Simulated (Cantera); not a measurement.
Transport properties of process gases

Gas mixture: N2O = 0.96 (molar parts), at 10.0 bar, frozen composition.

Cantera's kinetic-theory transport with the Lennard-Jones parameters of GRI-Mech 3.0, ideal gas; thermal conductivity in the mixture-averaged form. The composition is frozen, though it would react at the higher temperatures.

```csv
T (K),ρ (kg/m³),cp (J/kg/K),μ (µPa s),λ (mW/m/K),Pr,D (cm²/s) N2,D (cm²/s) NO,D (cm²/s) H2O
400,13.2,970.3,19.5,25.5,0.741,0.0267,0.0262,0.0296
650,8.14,1127,29.1,44.4,0.739,0.0625,0.0612,0.0753
900,5.88,1227,37.1,61.5,0.740,0.109,0.107,0.137
1150,4.60,1285,44.1,77.1,0.736,0.165,0.161,0.212
1400,3.78,1327,50.5,91.4,0.733,0.229,0.224,0.299
1650,3.21,1359,56.4,105,0.732,0.301,0.295,0.397
```
D: mixture-averaged diffusion coefficient of that species in the mixture.
